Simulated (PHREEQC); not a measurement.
Make-up at 70 °C: 0.011 mol NaOH, 0.00026 mol Na2SiO3 and 0.5 mol (CH3)4NCl per kg of water. Closed to the air; pH follows from the charge balance.

Computed with PHREEQC (ion-association model, wateq4f.dat).

Precipitation was switched off in this run.

Estimate the pH, activity of water.

pH 10.65; activity of water 0.983.

In which forms is Si present?

H3SiO4- 90 %, H2SiO4-2 8.1 %, H4SiO4 2.3 % of the Si.

Complexes and solids missing from the database can't appear. (CH3)4N+ isn't in the database: it is added as a free cation with an ion size of 4 Å. At this temperature some constants are extrapolated from 25 °C, and those without enthalpy data are left unchanged.
